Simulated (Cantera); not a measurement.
Charge: 1 mol SiH₄, a varied amount of NO, held at 1475 °C and 0.0133 bar.

Cantera equilibrium calculation (NASA polynomials, part measured and part estimated; ideal gas, pure solids and liquids). Candidate condensed phases: H₂O, Si, SiO₂, Si₂N₂O, Si₃N₄; 35 gas species. The tables hold silica as quartz up to 1696 K and as liquid above; real silica turns to tridymite and cristobalite and melts near 1996 K. Kinetics and transport are ignored.

Question: At 1.4 mol NO, list the 5 most abundant gas species with their mole fractions, and the condensed phases.

Answer: H₂ 0.605, N₂ 0.212, SiO 0.182, H 0.00154, H₂O 0.000193. Condensed: SiO₂(condensed).
